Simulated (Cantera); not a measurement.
An isothermal, constant-pressure homogeneous reactor starts with NO : N₂ = 1 : 0.35 (molar parts), at 1775 K and 67000 Pa. Integrator tolerance rtol = 1e-08.

Detailed kinetics in Cantera: GRI-Mech 3.0 (53 species, 325 reactions).

Question: What does this change do: N2 0.35 to 0.043 parts?

Answer: 
| quantity | before | after |
|---|---|---|
| x(NO) at 70.0 s | 0.0214 (gas-phase equilibrium 0.00452) | 0.0216 (gas-phase equilibrium 0.00468) |
| x(N₂) at 70.0 s | 0.619 (gas-phase equilibrium 0.627) | 0.510 (gas-phase equilibrium 0.518) |
| x(NO₂) at 70.0 s | 6.05e-5 (gas-phase equilibrium 1.29e-5) | 6.96e-5 (gas-phase equilibrium 1.52e-5) |
| x(N₂O) at 70.0 s | 3.49e-7 (gas-phase equilibrium 1.91e-7) | 3.38e-7 (gas-phase equilibrium 1.79e-7) |
| x(O) at 70.0 s | 7.06e-5 (gas-phase equilibrium 7.14e-5) | 8.06e-5 (gas-phase equilibrium 8.13e-5) |
| x(O₂) at 70.0 s | 0.360 (gas-phase equilibrium 0.368) | 0.468 (gas-phase equilibrium 0.477) |
